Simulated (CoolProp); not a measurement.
Vapour-liquid equilibrium of propane (1) + R113 (2) at 311.4 K; x and y are mole fractions of (1).

The numbers come from the multi-fluid Helmholtz-energy mixture model, Lemmon 2009 and Marx 1992; pair parameters Bell 2016 in CoolProp.

Q: Give the bubble pressure and the first vapour's composition at x = 0.65, 0.725, 0.8. Is there an azeotrope?

A: x = 0.65: 0.8666 MPa, y = 0.953; x = 0.725: 0.9530 MPa, y = 0.964; x = 0.8: 1.043 MPa, y = 0.974. No azeotrope shows between x = 0.05 and 0.95.

The pair parameters rest on a limited set of measurements; away from them the model extrapolates. The gap from Raoult's law changes sign with composition, which may be real or a fault of the pair parameters; it wasn't checked against measurements.
